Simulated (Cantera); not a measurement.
**Low-pressure radical oxidation in H2/O2**

A perfectly stirred reactor is fed with H2 : O2 = 0.021 : 1 (molar parts), equivalence ratio 0.011, at 0.0237 atm; it is held at 1025 K, and followed from long to short residence time.

Computed with Cantera and the H2/O2 subset of GRI-Mech 3.0, which has no nitrogen chemistry. Radical loss at walls, strong at low pressure, is not modelled.

```json
[
 {"τ (s)": "0.42", "x H2": "0.000296", "x O2": "0.978", "x O": "0.00101", "x OH": "0.000273", "x HO2": "2.62e-6", "x H2O2": "9.08e-8"},
 {"τ (s)": "0.20", "x H2": "0.000445", "x O2": "0.977", "x O": "0.00152", "x OH": "0.000366", "x HO2": "3.37e-6", "x H2O2": "1.09e-7"},
 {"τ (s)": "0.090", "x H2": "0.000693", "x O2": "0.977", "x O": "0.00229", "x OH": "0.000504", "x HO2": "4.31e-6", "x H2O2": "1.35e-7"},
 {"τ (s)": "0.041", "x H2": "0.00108", "x O2": "0.975", "x O": "0.00329", "x OH": "0.000687", "x HO2": "5.33e-6", "x H2O2": "1.66e-7"},
 {"τ (s)": "0.019", "x H2": "0.00169", "x O2": "0.974", "x O": "0.00444", "x OH": "0.000919", "x HO2": "6.32e-6", "x H2O2": "2.05e-7"},
 {"τ (s)": "0.0088", "x H2": "0.00269", "x O2": "0.972", "x O": "0.00555", "x OH": "0.00120", "x HO2": "7.19e-6", "x H2O2": "2.53e-7"},
 {"τ (s)": "0.0040", "x H2": "0.00441", "x O2": "0.971", "x O": "0.00621", "x OH": "0.00148", "x HO2": "7.80e-6", "x H2O2": "3.07e-7"}
]
```
x: mole fraction; the columns are a selection and need not sum to one.
